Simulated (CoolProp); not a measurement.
n-hexane at several states: Z from the reference equation and from simpler models built on Tc = 507.8 K, pc = 3.044 MPa, ω = 0.300; each cubic takes its own stable root.

The numbers come from the reference Helmholtz-energy equation of state, Thol 2019 in CoolProp.

| T (K) | p (MPa) | phase | reference | van der Waals | Redlich-Kwong |
|---|---|---|---|---|---|
| 562.3 | 12.7 | supercritical | 0.5835 | 0.7554 | 0.6300 |
| 190.3 | 2.71 | liquid | 0.1970 | 0.3379 | 0.2276 |
| 525.8 | 13.3 | supercritical | 0.5806 | 0.7975 | 0.6376 |
